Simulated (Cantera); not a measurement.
## Calcination and drying: Ca(OH)2 + C + CO2

Input: 1 mol Ca(OH)2, 0.17 mol C, 0.013 mol CO2, at 4.50 Torr.

Method: chemical equilibrium by Gibbs-energy minimisation in Cantera with the NASA 1993 tables (ideal gas, pure condensed phases). Candidate condensed phases: C, C6H6, C7H8, C8H18, Ca, CaCO3, CaO, Ca(OH)2, H2O; 115 gas species. Kinetics and transport are ignored.

At 277 °C the condensed part is CaCO3(calcite) + CaO(s) + Ca(OH)2(s). At 427 °C the condensed part is CaCO3(calcite) + CaO(s). From 577 °C to 1477 °C the condensed part is CaO(s).

```csv
T (°C),x H2,x H2O,x CO2,x CO,x H,n CaCO3(calcite),n CaO(s),n Ca(OH)2(s)
277,0.831,0.169,3.41e-7,2.91e-8,<1e-12,0.183,0.226,0.591
427,0.339,0.659,0.00124,6.81e-5,<1e-12,0.182,0.818,0
577,0.267,0.578,0.134,0.0203,1.37e-10,0,1.00,0
727,0.252,0.593,0.119,0.0353,1.47e-8,0,1.00,0
877,0.238,0.607,0.105,0.0492,4.70e-7,0,1.00,0
1027,0.227,0.619,0.0940,0.0607,6.80e-6,0,1.00,0
1177,0.217,0.628,0.0848,0.0699,5.69e-5,0,1.00,0
1327,0.210,0.635,0.0775,0.0771,0.000322,0,1.000,0
1477,0.204,0.640,0.0718,0.0828,0.00136,0,1.000,0
```
x: gas mole fraction; n: condensed amount in mol.
